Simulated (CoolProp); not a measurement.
R404A at 418.81 K and 1.02 MPa flows at 3.8 m/s in a round tube of 4.6 mm bore and 0.25 µm roughness, fully developed (64/Re and Nu = 3.66 if laminar; Colebrook and Gnielinski if turbulent). Each further row changes one setting.

Values from CoolProp's reference Helmholtz-energy equation of state, Lemmon 2003. It is a pseudo-pure fit of the blend.

```csv
case,Reynolds number,Darcy friction factor,pressure drop (Pa/m),heat-transfer coefficient (W/(m² K)),mass flow (kg/h)
as stated,30800,0.0235,1110,393,6.85
velocity 7.6 m/s,61500,0.0202,3810,682,13.7
diameter 9.2 mm,61500,0.0201,474,339,27.4
```

Viscosity comes from a separate model (Geller 2000). Thermal conductivity comes from a separate model (Geller 2001).
